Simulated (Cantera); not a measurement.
Feed: 1 mol HMDSO, 0.33 mol O₃, 11 mol N₂, equilibrated at 96.0 Pa.

Method: chemical equilibrium by Gibbs-energy minimisation in Cantera with the NASA 1993 tables (ideal gas, pure condensed phases). Candidate condensed phases: C, C₆H₆, C₇H₈, C₈H₁₈, H₂O, Si, SiC, SiO₂, Si₂N₂O, Si₃N₄; 151 gas species. The feed counts by its element totals alone. Kinetics and transport are ignored. All values below are at 1302 °C.

Base state: N₂ 0.500, H₂ 0.408, CO 0.0902, H 0.000857, HCN 0.000790, SiO 0.000238, HNC 1.68e-5 (mole fractions); condensed: C(graphite) + SiC(s).

Question: What changes in the equilibrium state with this change: HMDSO replaced by SiH₄?

Answer: 
```json
[
 {"species": "N₂", "before": "0.500", "after": "0.786"},
 {"species": "H₂", "before": "0.408", "after": "0.143"},
 {"species": "SiO", "before": "0.000238", "after": "0.0701"},
 {"species": "CO", "before": "0.0902", "after": "0"},
 {"species": "HCN", "before": "0.000790", "after": "0"},
 {"species": "HNC", "before": "1.68e-5", "after": "0"},
 {"species": "H", "before": "0.000857", "after": "0.000507"},
 {"species": "C(graphite), mol", "before": "2.00", "after": "0"},
 {"species": "SiC(s), mol", "before": "1.99", "after": "0"},
 {"species": "Si₂N₂O(s), mol", "before": "0", "after": "0.0100"}
]
```
